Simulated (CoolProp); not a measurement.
Water along the isobar 99.2 MPa: Z from the reference equation and from simpler models built on Tc = 373.9 °C, pc = 22.06 MPa, ω = 0.344; each cubic takes its own stable root.

Model: reference Helmholtz-energy equation of state, Wagner 2002, in CoolProp.

```json
[
 {"T (°C)": "71.65", "phase": "liquid", "reference": "0.6135"},
 {"T (°C)": "87.65", "phase": "liquid", "reference": "0.5916"},
 {"T (°C)": "103.75", "phase": "liquid", "reference": "0.5720"},
 {"T (°C)": "119.75", "phase": "liquid", "reference": "0.5546"},
 {"T (°C)": "135.85", "phase": "liquid", "reference": "0.5390"},
 {"T (°C)": "151.85", "phase": "liquid", "reference": "0.5251"},
 {"T (°C)": "167.95", "phase": "liquid", "reference": "0.5127"},
 {"T (°C)": "183.95", "phase": "liquid", "reference": "0.5017"},
 {"T (°C)": "200.05", "phase": "liquid", "reference": "0.4920"},
 {"T (°C)": "216.05", "phase": "liquid", "reference": "0.4834"},
 {"T (°C)": "232.15", "phase": "liquid", "reference": "0.4760"},
 {"T (°C)": "248.15", "phase": "liquid", "reference": "0.4696"},
 {"T (°C)": "264.15", "phase": "liquid", "reference": "0.4643"}
]
```

Question: How far does each simpler model (van der Waals, Peng-Robinson) lie from the reference over these 13 states: mean and median of the absolute difference, and the worst?

Answer: 
- van der Waals: mean 100.3 %, median 101.1 %, worst +102.7 % at 87.65 °C and 99.2 MPa
- Peng-Robinson: mean 23.1 %, median 23.0 %, worst +24.5 % at 264.15 °C and 99.2 MPa
